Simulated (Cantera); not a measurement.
A freely propagating, adiabatic, planar premixed flame of CO : H₂ : O₂ : N₂ = 1 : 0.033 : 0.615 : 2.31 (molar parts), equivalence ratio 0.84, unburnt at 400 K and 6.30 bar; mixture-averaged transport, grid criteria slope 0.08 and curve 0.16, no radiation.

Computed with Cantera and GRI-Mech 3.0 (53 species, 325 reactions). The hydrogen kinetics of GRI-Mech 3.0 are dated; newer H2 mechanisms differ, most at raised pressure. Burning velocities carry a grid error of a few per cent, more on coarse grids.

Task: What does this change do: 0.049 parts CO2 added?

Result: 
```tsv
quantity	before	after
laminar burning velocity	28.1 cm/s	26.3 cm/s
thermal thickness	0.156 mm	0.162 mm
peak x(H₂O₂)	8.59e-5	8.54e-5
```
